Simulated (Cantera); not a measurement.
Input (Python, Cantera) and output of one run.

```python
import numpy as np
import cantera as ct

gas_names = """
    CL CLO CL2 N NO NO2 NO3 N2 N2O O O2 O3 Si SiCL SiCL2 SiCL3 SiCL4 SiN SiO SiO2 Si2 Si2N Si3
""".split()
cond_names = """
    Si(cr) Si(L) SiO2(Lqz) SiO2(hqz) SiO2(L) Si2N2O(s) Si3N4(a)
""".split()


# ... load() reads the species with a 1 bar reference pressure and builds the phases ...
atoms = {
    'SiCl4': {'Si': 1, 'CL': 4},
    'N2O': {'N': 2, 'O': 1},
    'NO': {'N': 1, 'O': 1},
}
top_T = {'Si2N2O(s)': 2100, 'Si3N4(a)': 2400}  # K; cautious upper limits of use, not melting points


# ... equilibrate(T, P, feed) seeds the gas with the atoms and calls Mixture.equilibrate('TP', solver="vcs", rtol=1e-11, max_steps=5000) ...
results = []
feed = {'SiCl4': 1, 'N2O': 0.12, 'NO': 25}  # mol
P = 5400  # Pa
for T in [900, 1000, 1100, 1200, 1300, 1400, 1500, 1600, 1700]:
    mix = equilibrate(T, P, feed)
    results.append((T, P, feed, dict(zip(mix.species_names, mix.species_moles))))
    x = sorted(zip(gas.X, gas.species_names), reverse=True)
    print(f"T = {T:g} K  P = {P:g} Pa  gas = {mix.phase_moles(0):.4g} mol")
    print("   x: " + "  ".join(f"{s} {v:.3e}" for v, s in x if v > 0.001))
    print("   condensed (mol): " + ("  ".join(f"{mix.phase(i).name} {mix.phase_moles(i):.4g}"
          for i in range(1, mix.n_phases) if mix.phase_moles(i) > 1e-12) or "none"))
```

Result:

```
T = 900 K  P = 5400 Pa  gas = 26.18 mol
   x: N2 4.820e-01  O2 4.415e-01  CL2 7.635e-02
   condensed (mol): SiO2(hqz) 1
T = 1000 K  P = 5400 Pa  gas = 26.19 mol
   x: N2 4.819e-01  O2 4.414e-01  CL2 7.614e-02
   condensed (mol): SiO2(hqz) 1
T = 1100 K  P = 5400 Pa  gas = 26.2 mol
   x: N2 4.816e-01  O2 4.411e-01  CL2 7.542e-02  CL 1.791e-03
   condensed (mol): SiO2(hqz) 1
T = 1200 K  P = 5400 Pa  gas = 26.25 mol
   x: N2 4.806e-01  O2 4.402e-01  CL2 7.341e-02  CL 5.510e-03
   condensed (mol): SiO2(hqz) 1
T = 1300 K  P = 5400 Pa  gas = 26.36 mol
   x: N2 4.784e-01  O2 4.382e-01  CL2 6.882e-02  CL 1.400e-02
   condensed (mol): SiO2(hqz) 1
T = 1400 K  P = 5400 Pa  gas = 26.58 mol
   x: N2 4.744e-01  O2 4.345e-01  CL2 6.018e-02  CL 3.001e-02
   condensed (mol): SiO2(hqz) 1
T = 1500 K  P = 5400 Pa  gas = 26.91 mol
   x: N2 4.682e-01  O2 4.287e-01  CL 5.448e-02  CL2 4.697e-02  NO 1.348e-03
   condensed (mol): SiO2(hqz) 1
T = 1600 K  P = 5400 Pa  gas = 27.32 mol
   x: N2 4.608e-01  O2 4.219e-01  CL 8.360e-02  CL2 3.126e-02  NO 2.098e-03
   condensed (mol): SiO2(hqz) 1
T = 1700 K  P = 5400 Pa  gas = 27.69 mol
   x: N2 4.541e-01  O2 4.156e-01  CL 1.092e-01  CL2 1.745e-02  NO 3.098e-03
   condensed (mol): SiO2(L) 1
```

These are equilibrium values from Cantera (NASA tables, ideal gas, pure condensed phases), not measurements of a reactor. The tables hold silica as quartz up to 1696 K and as liquid above; real silica turns to tridymite and cristobalite and melts near 1996 K.
